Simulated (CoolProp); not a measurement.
Vapour-liquid equilibrium of methanol (1) + ethanol (2) at 0.626 MPa; x and y are mole fractions of (1).

Values from CoolProp's multi-fluid Helmholtz-energy mixture model, de Reuck 1993 and Schroeder 2014; pair parameters Bell 2016.

| x | bubble temperature (K) | y at the bubble point | dew temperature at overall composition x (K) | liquid density (mol/L) |
|---|---|---|---|---|
| 0.05 | 405.4 | 0.069 | 405.7 | 14.88 |
| 0.2 | 403.2 | 0.257 | 403.9 | … |
| 0.35 | 401.1 | 0.425 | 402.0 | 16.58 |
| 0.5 | 399.1 | 0.580 | 400.2 | 17.54 |
| 0.65 | 397.1 | … | 398.1 | 18.59 |
| 0.8 | 395.1 | … | 395.9 | … |
| 0.95 | 393.0 | 0.966 | 393.3 | … |

**Question.** Fill in the missing entries.

**Answer.** 
- 0.2, liquid density (mol/L): 15.70
- 0.65, y at the bubble point: 0.722
- 0.8, y at the bubble point: 0.851
- 0.8, liquid density (mol/L): 19.75
- 0.95, liquid density (mol/L): 21.03

No azeotrope shows between x = 0.05 and 0.95.

Pair parameters are fitted to limited data, so mixtures are less certain than the pure fluids.
